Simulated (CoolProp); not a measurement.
A Linde-Hampson liquefier for nitrogen: isothermal reversible compression at 200 K from 1 atm to 30 MPa, throttling to 1 atm, return gas leaving the recuperator 5 K below the feed. Each further row changes one setting.

Model: reference Helmholtz-energy equation of state, Span 2000, in CoolProp.

| case | liquid yield per pass | compression work (kJ/kg of gas) |
|---|---|---|
| as stated | 0.245 | 320 |
| high pressure 60 MPa | 0.218 | [?] |
| warm-end temperature 230 K | [?] | [?] |
| warm-end gap 10 K | [?] | 320 |

Task: What belongs in the gaps?

Result: 
- high pressure 60 MPa, compression work (kJ/kg of gas): 375
- warm-end temperature 230 K, liquid yield per pass: 0.174
- warm-end temperature 230 K, compression work (kJ/kg of gas): 380
- warm-end gap 10 K, liquid yield per pass: 0.233
